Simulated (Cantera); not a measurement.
N2O furnace oxynitridation

A perfectly stirred reactor is fed with N₂O : N₂ = 0.4 : 8.9 (molar parts), at 0.0133 bar; it is held at 1250 K, and followed from long to short residence time.

Computed with Cantera and GRI-Mech 3.0 (53 species, 325 reactions). GRI-Mech 3.0 was tuned for natural gas; its chemistry of N2O as a main component is partial and can be far from experiment. Radical loss at walls, strong at low pressure, is not modelled. The mechanism lacks 2 NO + O2 → 2 NO2 and HONO, so NO2 and the effect of NO are under-described below about 1400 K.

```tsv
τ (s)	x N₂O	x NO₂	x N₂	x O	x NO
3.7	0.0399	4.57e-8	0.958	3.85e-6	0.000379
1.8	0.0415	2.05e-8	0.958	3.84e-6	0.000191
0.90	0.0422	8.60e-9	0.957	3.82e-6	9.68e-5
0.45	0.0426	3.18e-9	0.957	3.78e-6	4.84e-5
0.22	0.0428	9.82e-10	0.957	3.71e-6	2.33e-5
0.11	0.0429	2.72e-10	0.957	3.57e-6	1.12e-5
0.054	0.0430	6.27e-11	0.957	3.32e-6	5.13e-6
0.027	0.0430	1.27e-11	0.957	2.91e-6	2.25e-6
0.013	0.0430	1.89e-12	0.957	2.30e-6	8.58e-7
0.0066	0.0430	<1e-12	0.957	1.66e-6	3.13e-7
```
x: mole fraction; the columns are a selection and need not sum to one.
